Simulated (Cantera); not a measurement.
Feed: 1 mol Al(CH₃)₃, 3.7 mol N₂O, 1.1 mol N₂, 0.35 mol NH₃, held at 13.0 mbar.

Equilibrium computed with Cantera from the NASA thermochemical tables; the gas is ideal and each condensed phase is pure. Candidate condensed phases: Al, AlN, Al₂O₃, C, C₆H₆, C₇H₈, C₈H₁₈, H₂O; 148 gas species. The feed counts by its element totals alone. The numbers say what is thermodynamically allowed, not how fast it happens.

Over these rows the condensed part is Al₂O₃(s) + C(graphite). Partial pressures as log10 of bar:

```csv
T (K),1000/T (1/K),log p H₂O,log p H₂,log p N₂,log p CO
975,1.0256,-5.13,-2.27,-2.28,-2.63
1075,0.9302,?,-2.27,-2.28,-2.63
1175,0.8511,-6.36,-2.27,-2.28,-2.63
1275,0.7843,-6.83,-2.27,-2.28,-2.63
1375,0.7273,-7.24,-2.27,-2.28,-2.63
1475,0.6780,-7.59,-2.27,-2.28,-2.63
```

Q: Fit log p(H₂O) = a + b·(1000/T) to the five rows, give the apparent enthalpy, and predict the row at 1075 K.

A: Means: 1000/T = 0.8133, log p = -6.630. Sxy = 0.516804, Sxx = 0.0730432, so b = 7.08 and a = -6.630 − (7.08)×0.8133 = -12.39.
Apparent enthalpy: −19.145 × (7.08) = -136 kJ/mol. With the condensed phases at unit activity, H₂(g) + CO(g) = H₂O(g) + C(graphite) links this pressure to the main gases: over the six rows their terms move log p by +0.00 in all, so the slope is close to that reaction's ΔH°. The five rows lie within 0.01 of the line.
Prediction at 1075 K: -12.39 + (7.08)×0.9302 = -5.80. The computed value is -5.80, 0.00 from the line.
